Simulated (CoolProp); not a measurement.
Properties of R1234ze(E) along the isotherm 420 K.

Model: reference Helmholtz-energy equation of state, Thol 2016, in CoolProp.

```tsv
p (MPa)	phase	cv (kJ/(kg K))	viscosity (µPa s)	conductivity (mW/(m K))
0.826	gas	0.9947	17.4	24.2
1.65	gas	1.009	17.6	24.9
2.48	gas	1.027	18.1	26.1
3.3	gas	1.048	19.0	28.0
4.13	supercritical	1.074	20.6	31.0
4.96	supercritical	1.104	23.8	35.7
5.78	supercritical	1.127	29.8	41.7
6.61	supercritical	1.126	38.8	46.0
7.43	supercritical	1.112	47.1	48.5
8.26	supercritical	1.099	53.8	50.2
9.09	supercritical	1.089	59.0	51.7
```

Viscosity comes from a separate model (Bell 2016), an estimate that may be off by 10 % or more. Thermal conductivity comes from a separate model (Perkins 2011).
